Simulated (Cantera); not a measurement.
A freely propagating, adiabatic, planar premixed flame of H₂ : O₂ : N₂ = 1 : 0.208 : 0.783 (molar parts), equivalence ratio 2.4, unburnt at 548 K and 21000 Pa; mixture-averaged transport, grid criteria slope 0.08 and curve 0.16, no radiation.

Computed with Cantera and the H2/O2 subset of GRI-Mech 3.0, which has no nitrogen chemistry. Burning velocities carry a grid error of a few per cent, more on coarse grids.

Question: What does this change do: inlet temperature 548 to 300 K?

Answer: 
```
quantity                    before     after
------------------------  --------  --------
laminar burning velocity  612 cm/s  239 cm/s
thermal thickness          3.41 mm   2.70 mm
peak x(H₂O₂)               1.72e-6   5.38e-5
peak x(H)                    0.113    0.0867
peak x(O)                  0.00334   0.00227
peak x(HO₂)                7.23e-5  0.000164
```
